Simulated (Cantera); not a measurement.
**Thermodynamics of silicon carbide growth, feed SiCl4 + C2H4 + H2**

Feed: 1 mol SiCl4, 0.0097 mol C2H4, 110 mol H2, held at 2.80 mbar.

These are equilibrium values from Cantera (NASA tables, ideal gas, pure condensed phases), not measurements of a reactor. Candidate condensed phases: C, C6H6, C7H8, C8H18, Si, SiC; 109 gas species. Mutual solubility and eutectic melting of coexisting phases are not modelled. The tables' values for SiCl, SiCl3 are old estimates; treat these amounts as uncertain. Gases not in the tables: Si2H6 and higher silanes. Equilibrium is a limit: real reactors are often held back by kinetics, nucleation or transport.

From 1325 K to 1625 K the condensed part is Si(s) + SiC(s). From 1700 K to 1850 K the condensed part is Si(l) + SiC(s). At 1925 K the condensed part is SiC(s). At 2000 K nothing is condensed. The main Si-bearing gas is SiCl2 at 1325 K and Si at 2000 K. The share of Si in condensed phases is highest at 1325 K (70.2 %) and lowest at 2000 K (0.0 %).

```csv
T (K),x H2,x HCl,x H,x Si,x SiCl2,n Si(s),n SiC(s),n Si(l)
1325,0.967,0.0303,3.04e-5,3.37e-8,0.00261,0.683,0.0194,0
1400,0.967,0.0301,9.04e-5,2.94e-7,0.00276,0.668,0.0194,0
1475,0.967,0.0298,0.000241,2.05e-6,0.00290,0.653,0.0194,0
1550,0.967,0.0296,0.000585,1.19e-5,0.00302,0.638,0.0194,0
1625,0.966,0.0294,0.00131,5.82e-5,0.00312,0.619,0.0194,0
1700,0.965,0.0292,0.00273,0.000242,0.00316,0,0.0192,0.587
1775,0.961,0.0295,0.00536,0.000784,0.00290,0,0.0186,0.541
1850,0.955,0.0296,0.00995,0.00230,0.00266,0,0.0158,0.367
1925,0.944,0.0299,0.0175,0.00552,0.00221,0,0.00674,0
2000,0.929,0.0316,0.0296,0.00665,0.00110,0,0,0
```
x: gas mole fraction; n: condensed amount in mol.
